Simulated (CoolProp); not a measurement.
Vapour-liquid equilibrium of n-octane (1) + n-dodecane (2) at 85.75 °C; x and y are mole fractions of (1).

Values from CoolProp's multi-fluid Helmholtz-energy mixture model, Beckmüller 2019 and Lemmon 2004; pair parameters Bell 2016.

```
x     bubble pressure, mixture model (MPa)  bubble pressure, Raoult's law (MPa)  y, mixture model  y, Raoult's law
----  ------------------------------------  -----------------------------------  ----------------  ---------------
0.05                                     ?                             0.002388             0.575            0.603
0.2                               0.006090                             0.006559             0.868            0.878
0.35                                     ?                              0.01073                 ?            0.940
0.5                                0.01436                              0.01490             0.965            0.967
0.65                               0.01868                              0.01907             0.982            0.982
0.8                                0.02304                              0.02324             0.992            0.991
0.95                               0.02737                              0.02741             0.998            0.998
```

Task: Some entries are withheld; supply them.

Result: 
- 0.05, bubble pressure, mixture model (MPa): 0.002237
- 0.35, bubble pressure, mixture model (MPa): 0.01014
- 0.35, y, mixture model: 0.936

The largest gap from Raoult's law is -7.2 % in bubble pressure, at x = 0.2. No azeotrope shows between x = 0.05 and 0.95.

Pair parameters are fitted to limited data, so mixtures are less certain than the pure fluids.
